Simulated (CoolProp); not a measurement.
Vapour-liquid equilibrium of isobutene (1) + acetone (2) at 325.5 K; x and y are mole fractions of (1).

Computed with CoolProp (multi-fluid Helmholtz-energy mixture model, Lemmon 2005 and Lemmon 2006; pair parameters Bell 2016).

### Question
Give the bubble pressure and the first vapour's composition at x = 0.2, 0.65, 0.95. Is there an azeotrope?

### Answer
x = 0.2: 0.3048 MPa, y = 0.740; x = 0.65: 0.5263 MPa, y = 0.895; x = 0.95: 0.6286 MPa, y = 0.977. No azeotrope shows between x = 0.05 and 0.95.

Pair parameters are fitted to limited data, so mixtures are less certain than the pure fluids. With so large a gap from Raoult's law the liquid may split in two, which this calculation doesn't test in full.
